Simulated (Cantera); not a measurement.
What does this Cantera script print?

```python
import numpy as np
import cantera as ct

gas_names = """
    H HNO HNO2 HNO3 HO2 H2 H2O H2O2 N NH NH2 NH3 NH2OH NO NO2 NO3 N2 N2H2 N2H4 N2O O OH O2 O3 Si SiH
    SiH2 SiH3 SiH4 SiN SiO SiO2 Si2 Si2N Si3
""".split()
cond_names = """
    H2O(s) H2O(L) Si(cr) Si(L) SiO2(Lqz) SiO2(hqz) SiO2(L) Si2N2O(s) Si3N4(a)
""".split()


# ... load() reads the species with a 1 bar reference pressure and builds the phases ...
atoms = {
    'Si3N4': {'Si': 3, 'N': 4},
    'H2O': {'H': 2, 'O': 1},
    'H2': {'H': 2},
}
top_T = {'Si2N2O(s)': 2100, 'Si3N4(a)': 2400}  # K; cautious upper limits of use, not melting points


# ... equilibrate(T, P, feed) seeds the gas with the atoms and calls Mixture.equilibrate('TP', solver="vcs", rtol=1e-11, max_steps=5000) ...
results = []
feed = {'Si3N4': 1, 'H2O': 0.045, 'H2': 160}  # mol
P = 42000  # Pa
for T in [1450, 1550, 1650, 1750, 1850, 1950, 2050]:
    mix = equilibrate(T, P, feed)
    results.append((T, P, feed, dict(zip(mix.species_names, mix.species_moles))))
    x = sorted(zip(gas.X, gas.species_names), reverse=True)
    print(f"T = {T:g} K  P = {P:g} Pa  gas = {mix.phase_moles(0):.4g} mol")
    print("   x: " + "  ".join(f"{s} {v:.3e}" for v, s in x if v > 0.001))
    print("   condensed (mol): " + ("  ".join(f"{mix.phase(i).name} {mix.phase_moles(i):.4g}"
          for i in range(1, mix.n_phases) if mix.phase_moles(i) > 1e-12) or "none"))
```

It prints:

```
T = 1450 K  P = 42000 Pa  gas = 160.1 mol
   x: H2 9.999e-01
   condensed (mol): Si2N2O(s) 0.04493  Si3N4(a) 0.97
T = 1550 K  P = 42000 Pa  gas = 160.1 mol
   x: H2 9.996e-01
   condensed (mol): Si(cr) 0.04664  Si2N2O(s) 0.04393  Si3N4(a) 0.9546
T = 1650 K  P = 42000 Pa  gas = 160.3 mol
   x: H2 9.982e-01  N2 1.642e-03
   condensed (mol): Si(cr) 0.3662  Si2N2O(s) 0.03598  Si3N4(a) 0.8504
T = 1750 K  P = 42000 Pa  gas = 161.6 mol
   x: H2 9.903e-01  N2 9.052e-03
   condensed (mol): Si(L) 2.145  Si3N4(a) 0.2686
T = 1850 K  P = 42000 Pa  gas = 162.2 mol
   x: H2 9.865e-01  N2 1.233e-02
   condensed (mol): Si(L) 2.944
T = 1950 K  P = 42000 Pa  gas = 162.2 mol
   x: H2 9.855e-01  N2 1.233e-02  H 1.756e-03
   condensed (mol): Si(L) 2.928
T = 2050 K  P = 42000 Pa  gas = 162.4 mol
   x: H2 9.835e-01  N2 1.231e-02  H 3.472e-03
   condensed (mol): Si(L) 2.888
```

Equilibrium computed with Cantera from the NASA thermochemical tables; the gas is ideal and each condensed phase is pure. Mutual solubility and eutectic melting of coexisting phases are not modelled. Gases not in the tables: Si2H6 and higher silanes.
